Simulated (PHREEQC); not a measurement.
Solution (20 °C): 0.0096 mol NH3 and 0.013 mol Li2CO3 per kg of water. Closed to the air; pH follows from the charge balance.

Equilibrium calculation in PHREEQC: ion-association model, phreeqc.dat.

This is a speciation only: nothing precipitates in the calculation.

Question: Predict the pH, specific conductance.

Answer: pH 11.19; specific conductance 2220 µS/cm.

Question: In which forms is N present?

Answer: NH3 98 %, NH4+ 1.9 % of the N.

Species that the database lacks are ignored.
